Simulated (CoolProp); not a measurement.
The numbers come from the reference Helmholtz-energy equation of state, Smukala 2000 in CoolProp.

### Question
Give the vapour pressure (bar), vapour density (kg/m³), enthalpy of vaporisation (kJ/kg), liquid cp (kJ/(kg K)) of saturated ethylene at 215 K.

### Answer
```csv
T (K),p (bar),vapour density (kg/m³),enthalpy of vaporisation (kJ/kg),liquid cp (kJ/(kg K))
215,8.05,14.7,402,2.65
```
